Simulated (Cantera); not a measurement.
Reactions in the system Cl-Cs-H-O

Source: NASA polynomial tables (part measured, part estimated), evaluated in Cantera. Values are per mole of reaction as written; species without (g) are pure solids or liquids, kept so even where they would boil at 1 bar.

CsCl + H₂O(g) = OH(g) + HCl(g) + Cs

| T (K) | ΔH° (kJ) | ΔS° (J/K) | ΔG° (kJ) | log10 K | condensed phases |
|---|---|---|---|---|---|
| 300 | 631.7 | 165.9 | 581.9 | -101.32 | CsCl(s), Cs(s) |
| 500 | 634.2 | 173.9 | 547.2 | -57.17 | CsCl(s), Cs(l) |
| 525 | 634.1 | 173.8 | 542.9 | -54.01 | CsCl(s), Cs(l) |
| 550 | 634.0 | 173.6 | 538.5 | -51.14 | CsCl(s), Cs(l) |
| 575 | 633.9 | 173.4 | 534.2 | -48.53 | CsCl(s), Cs(l) |
| 600 | 633.7 | 173.1 | 529.9 | -46.13 | CsCl(s), Cs(l) |
| 625 | 633.6 | 172.8 | 525.5 | -43.92 | CsCl(s), Cs(l) |
| 650 | 633.4 | 172.5 | 521.2 | -41.88 | CsCl(s), Cs(l) |
| 675 | 633.1 | 172.2 | 516.9 | -40.00 | CsCl(s), Cs(l) |
| 700 | 632.9 | 171.9 | 512.6 | -38.25 | CsCl(s), Cs(l) |
| 725 | 632.7 | 171.5 | 508.3 | -36.62 | CsCl(s), Cs(l) |
